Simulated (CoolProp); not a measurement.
A single-stage vapour-compression cycle with the fluid: evaporating at 235.15 K (dew point), condensing at 279.15 K (bubble point), superheat 2 K, subcooling 0 K, compressor efficiency 0.6, no pressure losses. The same conditions are run with several fluids, on thermodynamics alone (safety and materials aside).

Values from CoolProp's reference Helmholtz-energy equation of state of each fluid (dimethyl ether: Wu 2011; trans-2-butene: Lemmon 2005; nitrous oxide: Lemmon 2006; R134a: Tillner-Roth 1994; C3F8 (R218): Lemmon 2006; hydrogen chloride: Thol 2018).

```json
[
 {"fluid": "dimethyl ether", "cooling COP": "2.75", "pressure ratio": "5.96", "discharge temperature (K)": "339.3", "refrigerating effect (kJ/kg)": "383", "volumetric capacity (kJ/m³)": "503"},
 {"fluid": "trans-2-butene", "cooling COP": "2.77", "pressure ratio": "7.11", "discharge temperature (K)": "322.7", "refrigerating effect (kJ/kg)": "346", "volumetric capacity (kJ/m³)": "(withheld)"},
 {"fluid": "nitrous oxide", "cooling COP": "2.31", "pressure ratio": "3.60", "discharge temperature (K)": "356.0", "refrigerating effect (kJ/kg)": "(withheld)", "volumetric capacity (kJ/m³)": "5670"},
 {"fluid": "R134a", "cooling COP": "2.67", "pressure ratio": "6.37", "discharge temperature (K)": "320.5", "refrigerating effect (kJ/kg)": "169", "volumetric capacity (kJ/m³)": "510"},
 {"fluid": "C3F8 (R218)", "cooling COP": "2.26", "pressure ratio": "5.23", "discharge temperature (K)": "281.7", "refrigerating effect (kJ/kg)": "61.7", "volumetric capacity (kJ/m³)": "594"},
 {"fluid": "hydrogen chloride", "cooling COP": "2.43", "pressure ratio": "3.67", "discharge temperature (K)": "393.4", "refrigerating effect (kJ/kg)": "(withheld)", "volumetric capacity (kJ/m³)": "5200"}
]
```

Problem. Complete the blanks.

Solution. 
- trans-2-butene, volumetric capacity (kJ/m³): 172
- nitrous oxide, refrigerating effect (kJ/kg): 220
- hydrogen chloride, refrigerating effect (kJ/kg): 303
